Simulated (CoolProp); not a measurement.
R1234ze(E) at several states: Z from the reference equation and from simpler models built on Tc = 382.5 K, pc = 3.635 MPa, ω = 0.313; each cubic takes its own stable root.

The numbers come from the reference Helmholtz-energy equation of state, Thol 2016 in CoolProp.

```
T (K)  p (MPa)   phase  reference
-----  -------  ------  ---------
401.4    0.323     gas     0.9730
244.8     7.84  liquid     0.3286
334.4    0.185     gas     0.9708
285.7    0.156     gas     0.9570
```

Problem. How far does each simpler model (van der Waals, Redlich-Kwong, Soave-Redlich-Kwong, Peng-Robinson) lie from the reference over these 4 states: mean and median of the absolute difference, and the worst?

Solution. 
- van der Waals: mean 16.5 %, median 1.3 %, worst +63.0 % at 244.8 K and 7.84 MPa
- Redlich-Kwong: mean 3.7 %, median 0.6 %, worst +13.5 % at 244.8 K and 7.84 MPa
- Soave-Redlich-Kwong: mean 2.6 %, median 0.3 %, worst +9.7 % at 244.8 K and 7.84 MPa
- Peng-Robinson: mean 0.8 %, median 0.3 %, worst -2.6 % at 244.8 K and 7.84 MPa
